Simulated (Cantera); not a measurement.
A Cantera script and what it prints.

```python
import numpy as np
import cantera as ct

gas_names = """
    C CN CO CO2 C2 CCN CNC C2N2 C2O C3 C3O2 C4 C4N2 C5 Fe FeC5O5 FeO N NCO NO NO2 NO3 N2 N2O O O2 O3
""".split()
cond_names = """
    C(gr) Fe(a) Fe(c) Fe(d) Fe(L) FeC5O5(L) FeO(s) FeO(L) Fe2O3(s) Fe3O4(s)
""".split()


def load(file, names, dense=False):
    # The tables refer to 1 bar. Condensed volumes are neglected.
    table = {s.name: s for s in ct.Species.list_from_file(file)}
    out = []
    for n in names:
        d = dict(table[n].input_data)
        d["thermo"] = dict(d["thermo"], **{"reference-pressure": 1e5})
        if dense:
            d["equation-of-state"] = {"model": "constant-volume", "density": "1e6 g/cm^3"}
        out.append(ct.Species.from_dict(d))
    return out


gas = ct.Solution(thermo="ideal-gas", species=load("nasa_gas.yaml", gas_names))
cond = {s.name: ct.Solution(thermo="fixed-stoichiometry", species=[s], name=s.name)
        for s in load("nasa_condensed.yaml", cond_names, dense=True)}
atoms = {
    'Fe(CO)5': {'Fe': 1, 'C': 5, 'O': 5},
    'O2': {'O': 2},
    'N2': {'N': 2},
}
top_T = {'C(gr)': 4500, 'Fe2O3(s)': 1830, 'Fe3O4(s)': 1870}  # K; cautious upper limits of use, not melting points


def equilibrate(T, P, feed):
    n = {}
    for name, mol in feed.items():
        for a, k in atoms[name].items():
            n[a] = n.get(a, 0.0) + k * mol
    gas.TPX = T, P, n
    mass = sum(n.values()) * gas.mean_molecular_weight
    gas.equilibrate("TP")
    valid = [c for c in cond.values() if c.min_temp <= T <= top_T.get(c.name, c.max_temp)]
    mix = ct.Mixture([(gas, mass / gas.mean_molecular_weight)] + [(c, 0.0) for c in valid])
    mix.T, mix.P = T, P
    mix.equilibrate("TP", solver="vcs", rtol=1e-11, max_steps=5000)
    return mix


results = []
feed = {'Fe(CO)5': 1, 'O2': 0.11, 'N2': 6.9}  # mol
T = 975  # K
P = 72000  # Pa
mix = equilibrate(T, P, feed)
results.append((T, P, feed, dict(zip(mix.species_names, mix.species_moles))))
print(gas.report(threshold=0.0001))
for i in range(1, mix.n_phases):
    print(f"{mix.phase(i).name:16s} {mix.phase_moles(i):12.5e} mol")
```

Result:

```
       temperature   975 K
          pressure   72000 Pa
           density   0.25884 kg/m^3
  mean mol. weight   29.144 kg/kmol
   phase of matter   gas

                          1 kg             1 kmol
                     ---------------   ---------------
          enthalpy       -1.4288e+06        -4.164e+07  J
   internal energy       -1.7069e+06       -4.9746e+07  J
           entropy            8306.4        2.4208e+05  J/K
    Gibbs function       -9.5275e+06       -2.7767e+08  J
 heat capacity c_p            1174.6             34232  J/K
 heat capacity c_v            889.31             25918  J/K

                      mass frac. Y      mole frac. X     chem. pot. / RT
                     ---------------   ---------------   ---------------
                CO            0.3073           0.31974           -40.638
               CO2           0.10676          0.070702           -79.789
                N2           0.58593           0.60956            -25.62
     [  +24 minor]        2.8265e-14         1.401e-14

C(gr)             5.80321e-01 mol
Fe(a)             1.00000e+00 mol
FeC5O5(L)         0.00000e+00 mol
FeO(s)            0.00000e+00 mol
Fe2O3(s)          0.00000e+00 mol
Fe3O4(s)          0.00000e+00 mol
```

Method: chemical equilibrium by Gibbs-energy minimisation in Cantera with the NASA 1993 tables (ideal gas, pure condensed phases). Condensed phases not in the tables: cementite and carbon dissolved in iron.
